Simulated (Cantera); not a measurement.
A diamond (100) surface in a fixed gas of H2 with x(CH4) = 0.0072, x(H) = 0.0018, x(CH3) = 0.0003, at 1225 K; coverages are run to steady state.

Detailed kinetics in Cantera: the Harris–Goodwin 1993 mechanism for the reconstructed diamond (100) surface.

One state of this run: growth (µm/h) = 5.20; θ c6HH = 0.435; θ c6H* = 0.0400; θ c6*H = 0.488; θ c6** = 0.0272; θ c6HM = 0.00470. θ: site fractions in the mechanism's names (c6HH fully hydrogenated, c6H* and c6*H radical sites, c6** diradical, c6HM methylated).

Which value of P (Pa) does it belong to?
(A) 1100
(B) 8700
(C) 5200
(D) 24000

B, 8700
